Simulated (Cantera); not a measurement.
Source: NASA polynomial tables (part measured, part estimated), evaluated in Cantera. Values are per mole of reaction as written; species without (g) are pure solids or liquids, kept so even where they would boil at 1 bar. ZrN: taken at fixed stoichiometry.

2 ZrO₂(g) + 5 N₂(g) → 2 ZrN + 4 N₂O(g)

```tsv
T (K)	ΔH° (kJ)	ΔS° (J/K)	ΔG° (kJ)	log10 K
2273	?	?	?	?
2348	277.7	-460.8	1359.6	-30.25
2423	283.5	-458.4	1394.1	-30.05
2498	?	?	?	?
2573	295.2	-453.6	1462.5	-29.69
2648	301.3	-451.3	1496.4	-29.52
2723	?	?	?	?
2798	313.6	-446.8	1563.8	-29.19
2873	319.9	-444.6	1597.2	-29.04
2948	?	?	?	?
```

Problem. Fill in the missing entries.

Solution. 
- 2273, ΔH° (kJ): 272.1
- 2273, ΔS° (J/K): -463.2
- 2273, ΔG° (kJ): 1324.9
- 2273, log10 K: -30.45
- 2498, ΔH° (kJ): 289.3
- 2498, ΔS° (J/K): -456.0
- 2498, ΔG° (kJ): 1428.3
- 2498, log10 K: -29.87
- 2723, ΔH° (kJ): 307.4
- 2723, ΔS° (J/K): -449.1
- 2723, ΔG° (kJ): 1530.2
- 2723, log10 K: -29.35
- 2948, ΔH° (kJ): 326.3
- 2948, ΔS° (J/K): -442.4
- 2948, ΔG° (kJ): 1630.4
- 2948, log10 K: -28.89
